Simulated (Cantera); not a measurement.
Feed: 1 mol SiH₄, 0.55 mol CH₄, 180 mol H₂, equilibrated at 2473 K and 30000 Pa.

Method: chemical equilibrium by Gibbs-energy minimisation in Cantera with the NASA 1993 tables (ideal gas, pure condensed phases). Candidate condensed phases: C, C₆H₆, C₇H₈, C₈H₁₈, Si, SiC; 87 gas species. Gases not in the tables: Si₂H₆ and higher silanes. Equilibrium is a limit: real reactors are often held back by kinetics, nucleation or transport.

Base state: H₂ 0.954, H 0.0398, Si 0.00383, C₂H₂ (acetylene) 0.00120, SiH 0.000564, SiH₂ 0.000262, Si₂C 0.000244, SiC₂ 0.000120 (mole fractions); condensed: gas only.

**Question.** What changes in the equilibrium state with this change: temperature from 2473 K to 1750 K?

**Answer.** 
| species | before | after |
|---|---|---|
| H₂ | 0.954 | 1.000 |
| H | 0.0398 | 0.000425 |
| SiH₂ | 0.000262 | 2.08e-5 |
| Si | 0.00383 | 5.00e-6 |
| SiC₂ | 0.000120 | <1e-9 |
| C₂H₂ (acetylene) | 0.00120 | 4.16e-8 |
| Si₂C | 0.000244 | 4.04e-8 |
| Si₂ | 2.91e-5 | 2.59e-8 |
| Si(l), mol | 0 | 0.445 |
| SiC(s), mol | 0 | 0.549 |
Mutual solubility and eutectic melting of coexisting phases are not modelled.

**Question.** What changes in the equilibrium state with this change: CH₄ from 0.55 to 0.94 mol?

**Answer.** 
| species | before | after |
|---|---|---|
| H₂ | 0.954 | 0.953 |
| H | 0.0398 | 0.0397 |
| Si | 0.00383 | 0.00366 |
| C₂H₂ (acetylene) | 0.00120 | 0.00211 |
| SiC₂ | 0.000120 | 0.000202 |
| CH₃ | 1.17e-5 | 1.55e-5 |
| CH₄ | 1.55e-5 | 2.05e-5 |
